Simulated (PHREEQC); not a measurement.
Solution (20 °C): 0.11 mol MnSO4, 0.00012 mol NaF and 6.1e-05 mol NaCl per kg of water. Closed to the air; pH follows from the charge balance.

Equilibrium calculation in PHREEQC: ion-association model, wateq4f.dat.

Each row changes one thing in this solution. No solid was allowed to form.

```json
[
 {"case": "as made", "pH": "6.44", "ionic strength (mol/kgw)": "0.245", "Mn+2 (mol/kgw)": "0.0613", "SO4-2 (mol/kgw)": "0.0613", "MnSO4 (mol/kgw)": "0.0487", "Na+ (mol/kgw)": "0.000167", "SI of Pyrochroite (Mn(OH)2)": "-4.05", "SI of Mirabilite (Na2SO4:10H2O)": "-8.26"},
 {"case": "0.091 mol/kgw H2SO4 added", "pH": "1.22", "ionic strength (mol/kgw)": "0.345", "Mn+2 (mol/kgw)": "0.0700", "SO4-2 (mol/kgw)": "0.0568", "MnSO4 (mol/kgw)": "0.0400", "Na+ (mol/kgw)": "0.000170", "SI of Pyrochroite (Mn(OH)2)": "-14.48", "SI of Mirabilite (Na2SO4:10H2O)": "-8.36"},
 {"case": "NaCl from 6.1e-05 to 6.71e-05 mol/kgw", "pH": "6.44", "ionic strength (mol/kgw)": "0.245", "Mn+2 (mol/kgw)": "0.0613", "SO4-2 (mol/kgw)": "0.0613", "MnSO4 (mol/kgw)": "0.0487", "Na+ (mol/kgw)": "[?]", "SI of Pyrochroite (Mn(OH)2)": "-4.05", "SI of Mirabilite (Na2SO4:10H2O)": "-8.23"},
 {"case": "NaF from 0.00012 to 0.00018 mol/kgw", "pH": "6.44", "ionic strength (mol/kgw)": "0.245", "Mn+2 (mol/kgw)": "0.0613", "SO4-2 (mol/kgw)": "0.0613", "MnSO4 (mol/kgw)": "0.0487", "Na+ (mol/kgw)": "0.000223", "SI of Pyrochroite (Mn(OH)2)": "-4.04", "SI of Mirabilite (Na2SO4:10H2O)": "[?]"},
 {"case": "NaCl left out", "pH": "6.44", "ionic strength (mol/kgw)": "0.245", "Mn+2 (mol/kgw)": "0.0613", "SO4-2 (mol/kgw)": "0.0613", "MnSO4 (mol/kgw)": "0.0487", "Na+ (mol/kgw)": "0.000111", "SI of Pyrochroite (Mn(OH)2)": "-4.05", "SI of Mirabilite (Na2SO4:10H2O)": "-8.61"},
 {"case": "diluted 100-fold with water", "pH": "[?]", "ionic strength (mol/kgw)": "0.00402", "Mn+2 (mol/kgw)": "0.00100", "SO4-2 (mol/kgw)": "0.00100", "MnSO4 (mol/kgw)": "9.57e-5", "Na+ (mol/kgw)": "1.80e-6", "SI of Pyrochroite (Mn(OH)2)": "[?]", "SI of Mirabilite (Na2SO4:10H2O)": "-13.31"},
 {"case": "NaF left out", "pH": "6.43", "ionic strength (mol/kgw)": "0.245", "Mn+2 (mol/kgw)": "0.0613", "SO4-2 (mol/kgw)": "0.0613", "MnSO4 (mol/kgw)": "0.0487", "Na+ (mol/kgw)": "5.64e-5", "SI of Pyrochroite (Mn(OH)2)": "-4.06", "SI of Mirabilite (Na2SO4:10H2O)": "-9.20"}
]
```

Problem. Complete the blanks.

Solution. 
- NaCl from 6.1e-05 to 6.71e-05 mol/kgw, Na+ (mol/kgw): 0.000173
- NaF from 0.00012 to 0.00018 mol/kgw, SI of Mirabilite (Na2SO4:10H2O): -8.01
- diluted 100-fold with water, pH: 6.86
- diluted 100-fold with water, SI of Pyrochroite (Mn(OH)2): -4.58
